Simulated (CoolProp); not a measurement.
A Linde-Hampson liquefier for carbon monoxide: isothermal reversible compression at 280 K from 1 atm to 25 MPa, throttling to 1 atm, return gas leaving the recuperator 2 K below the feed. Each further row changes one setting.

The numbers come from the reference Helmholtz-energy equation of state, Lemmon 2006 in CoolProp. It is a short technical equation, of lower accuracy than the large ones.

```
case                        liquid yield per pass  compression work (kJ/kg of gas)
--------------------------  ---------------------  -------------------------------
as stated                                   0.112                              455
high pressure 50 MPa                            …                              524
warm-end temperature 310 K                      …                                …
warm-end gap 7 K                            0.101                              455
```

Problem. What belongs in the gaps?

Solution. 
- high pressure 50 MPa, liquid yield per pass: 0.120
- warm-end temperature 310 K, liquid yield per pass: 0.082
- warm-end temperature 310 K, compression work (kJ/kg of gas): 509
